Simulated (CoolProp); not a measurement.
Vapour-liquid equilibrium of propylene (1) + 1-butene (2) at 433 kPa; x and y are mole fractions of (1).

Model: multi-fluid Helmholtz-energy mixture model, Lemmon 2013 and Lemmon 2005; pair parameters Bell 2016, in CoolProp.

Give the bubble temperature and the first vapour's composition at x = 0.425, 0.5, 0.65. Is there an azeotrope?

x = 0.425: 10.8 °C, y = 0.727; x = 0.5: 7.3 °C, y = 0.787; x = 0.65: 1.3 °C, y = 0.877. No azeotrope shows between x = 0.05 and 0.95.

Pair parameters are fitted to limited data, so mixtures are less certain than the pure fluids.
